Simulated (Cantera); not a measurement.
An isothermal, constant-pressure homogeneous reactor starts with H₂ : O₂ : N₂ = 1.8 : 1 : 5.1 (molar parts), equivalence ratio 0.90, at 950 K and 49000 Pa.

Model: GRI-Mech 3.0 (53 species, 325 reactions), integrated in Cantera. The temperature is held fixed by assumption; the heat of reaction is taken as removed at once.

One state of this run: x H₂ = 0.000389; x O₂ = 0.0145; x NO = 5.52e-8; x N₂O = 2.19e-8; x NO₂ = 2.49e-7; x OH = 9.47e-8. x: mole fraction; the columns are a selection and need not sum to one.

Task: Which value of t (s) does it belong to?
(A) 0.283
(B) 0.00666
(C) 4.71
(D) 30.7

Result: C, 4.71
